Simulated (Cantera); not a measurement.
Input (Python, Cantera):

```python
import numpy as np
import cantera as ct

gas = ct.Solution("gri30.yaml")
gas.TPX = 1075, 65000, {'CO': 0.022, 'O2': 0.027, 'H2O': 0.024, 'N2': 1}
reactor = ct.IdealGasConstPressureReactor(gas, energy="off", clone=False)
net = ct.ReactorNet([reactor])
net.rtol, net.atol = 1e-08, 1e-18
show = ['CO', 'O2', 'H2O', 'CO2', 'H2O2', 'H2', 'H']
times = np.geomspace(0.0001, 200, 14)

steps = ct.SolutionArray(gas, extra=["t"])
rows = []
print(f"{'t/s':>10s}{'T/K':>9s}{'P/Pa':>11s}" + "".join(f"{s:>11s}" for s in show))
for t in times:
    while net.time < t:
        t_next = net.step()
        steps.append(gas.state, t=t_next)
    rows.append([np.interp(t, steps.t, y) for y in (steps.T, steps.P, *steps(*show).X.T)])
    print(f"{t:10.3e}{rows[-1][0]:9.1f}{rows[-1][1]:11.4g}" + "".join(f"{x:11.3e}" for x in rows[-1][2:]))
rate = np.gradient(steps.T, steps.t)
print("integrator steps:", len(steps.t))
if steps.T.max() > steps.T[0] + 200:
    print(f"time of steepest temperature rise: {steps.t[rate.argmax()]:.4e} s")
gas.TPX = 1075, 65000, {'CO': 0.022, 'O2': 0.027, 'H2O': 0.024, 'N2': 1}
gas.equilibrate("TP")
print(f"equilibrium (TP): T = {gas.T:.1f} K  " + "  ".join(f"{s} {gas[s].X[0]:.3e}" for s in show))
```

Output:

```
       t/s      T/K       P/Pa         CO         O2        H2O        CO2       H2O2         H2          H
 1.000e-04   1075.0    6.5e+04  2.050e-02  2.516e-02  2.237e-02  1.936e-10  1.753e-17  2.235e-13  7.151e-12
 3.053e-04   1075.0    6.5e+04  2.050e-02  2.516e-02  2.237e-02  7.861e-10  1.106e-15  6.712e-12  6.276e-11
 9.319e-04   1075.0    6.5e+04  2.050e-02  2.516e-02  2.237e-02  6.451e-09  7.497e-14  1.666e-10  5.378e-10
 2.845e-03   1075.0    6.5e+04  2.050e-02  2.516e-02  2.237e-02  3.995e-07  3.483e-11  1.435e-08  2.833e-08
 8.685e-03   1075.0    6.5e+04  1.666e-02  2.326e-02  2.210e-02  3.876e-03  2.838e-07  2.058e-04  1.199e-04
 2.651e-02   1075.0    6.5e+04  3.412e-03  1.676e-02  2.244e-02  1.727e-02  3.113e-07  8.589e-05  2.176e-05
 8.094e-02   1075.0    6.5e+04  4.560e-04  1.529e-02  2.257e-02  2.025e-02  1.298e-07  1.100e-05  1.196e-06
 2.471e-01   1075.0    6.5e+04  4.614e-05  1.509e-02  2.259e-02  2.067e-02  2.169e-08  9.571e-07  4.667e-08
 7.543e-01   1075.0    6.5e+04  3.554e-06  1.507e-02  2.260e-02  2.071e-02  2.996e-09  7.587e-08  1.372e-09
 2.303e+00   1075.0    6.5e+04  2.256e-07  1.507e-02  2.260e-02  2.072e-02  4.205e-10  6.436e-09  4.354e-11
 7.030e+00   1075.0    6.5e+04  8.509e-09  1.507e-02  2.260e-02  2.072e-02  8.428e-11  7.748e-10  2.475e-12
 2.146e+01   1075.0    6.5e+04  2.968e-10  1.507e-02  2.260e-02  2.072e-02  3.550e-11  2.910e-10  6.354e-13
 6.551e+01   1075.0    6.5e+04  1.887e-10  1.507e-02  2.260e-02  2.072e-02  2.508e-11  2.187e-10  4.030e-13
 2.000e+02   1075.0    6.5e+04  1.440e-10  1.507e-02  2.260e-02  2.072e-02  1.682e-11  1.685e-10  2.542e-13
integrator steps: 1848
equilibrium (TP): T = 1075.0 K  CO 1.373e-10  O2 1.506e-02  H2O 2.260e-02  CO2 2.072e-02  H2O2 1.540e-11  H2 1.611e-10  H 2.326e-13
```

Detailed kinetics in Cantera: GRI-Mech 3.0 (53 species, 325 reactions).
